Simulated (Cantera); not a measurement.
Cantera run, input and output.

```python
import numpy as np
import cantera as ct

gas = ct.Solution("gri30.yaml")


def delay(T, t_max=10):
    gas.TPX = T, 101325, {'C2H4': 1, 'O2': 2.73, 'N2': 10.3, 'CO2': 0.49}
    reactor = ct.IdealGasReactor(gas, clone=False)
    net = ct.ReactorNet([reactor])
    net.rtol, net.atol = 1e-8, 1e-16
    while net.time < t_max:
        t_old, T_old = net.time, reactor.T
        net.step()
        if reactor.T > T + 400:  # ignition: a rise of 400 K
            return t_old + (T + 400 - T_old) / (reactor.T - T_old) * (net.time - t_old)
    return np.nan


taus = []
for T in [1023, 1123, 1223, 1323, 1423, 1523, 1623]:
    taus.append(delay(T))
    print(f"T0 = {T:6g} K   tau = {taus[-1]:.4e} s")
```

Result:

```
T0 =   1023 K   tau = 1.2471e-01 s
T0 =   1123 K   tau = 3.8053e-03 s
T0 =   1223 K   tau = 2.8021e-04 s
T0 =   1323 K   tau = 8.3336e-05 s
T0 =   1423 K   tau = 4.3273e-05 s
T0 =   1523 K   tau = 2.7107e-05 s
T0 =   1623 K   tau = 1.8692e-05 s
```

Computed with Cantera and GRI-Mech 3.0 (53 species, 325 reactions). GRI-Mech 3.0 was tuned for natural gas; its chemistry of ethylene as a main component is partial and can be far from experiment.
